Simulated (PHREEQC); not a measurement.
Dissolve 3.7 mmol/kgw ZnCl2 at 20 °C. Closed to the air; pH follows from the charge balance.

All values are PHREEQC results (ion-association model, phreeqc.dat), not measurements.

Each row changes one thing in this solution. This is a speciation only: nothing precipitates in the calculation.

```
case                            pH  ionic strength (mol/kgw)  ZnCl+ (mol/kgw)  ZnOH+ (mol/kgw)  ZnOHCl (mol/kgw)  Zn(OH)2 (mol/kgw)
----------------------------  ----  ------------------------  ---------------  ---------------  ----------------  -----------------
as made                       5.82                    0.0110          3.81e-5          1.31e-6           3.44e-7            1.29e-8
diluted 100-fold with water   6.71                  0.000111          5.59e-9          1.37e-7          4.38e-10            1.17e-8
temperature from 20 to 40 °C  5.54                    0.0109          8.67e-5          2.96e-6           1.77e-7            3.58e-9
diluted 5-fold with water     6.15                   0.00221       (withheld)          6.65e-7           3.94e-8            1.50e-8
9.6e-05 mol/kgw KCl added     5.82                    0.0111          3.86e-5          1.30e-6           3.47e-7            1.29e-8
temperature from 20 to 90 °C  4.94                (withheld)         0.000407          1.27e-5           3.66e-8           1.96e-10
```

Question: What belongs in the gaps?

Answer: 
- diluted 5-fold with water, ZnCl+ (mol/kgw): 1.91e-6
- temperature from 20 to 90 °C, ionic strength (mol/kgw): 0.0103

Away from 25 °C the constants follow the database's enthalpies or fits; those with neither stay at their 25 °C values.
